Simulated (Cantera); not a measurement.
Charge: 1 mol C₃H₈, a varied amount of H₂, 11 mol N₂, at 63.0 bar.

Method: chemical equilibrium by Gibbs-energy minimisation in Cantera with the NASA 1993 tables (ideal gas, pure condensed phases). Candidate condensed phases: C, C₆H₆, C₇H₈, C₈H₁₈; 92 gas species. The ideal-gas law is rough above about 30 bar. The numbers say what is thermodynamically allowed, not how fast it happens.

Question: What condenses at these points (T in K, n(H₂) in mol): (950, 34); (1250, 8.6); (1200, 24); (1450, 0.75); (1450, 4.3)?

Answer: 
| T (K) | n(H₂) in mol | condensed phases | C condensed (%) |
|---|---|---|---|
| 950 | 34 | gas only | 0.0 |
| 1250 | 8.6 | C | 27.4 |
| 1200 | 24 | gas only | 0.0 |
| 1450 | 0.75 | C | 91.7 |
| 1450 | 4.3 | C | 80.8 |
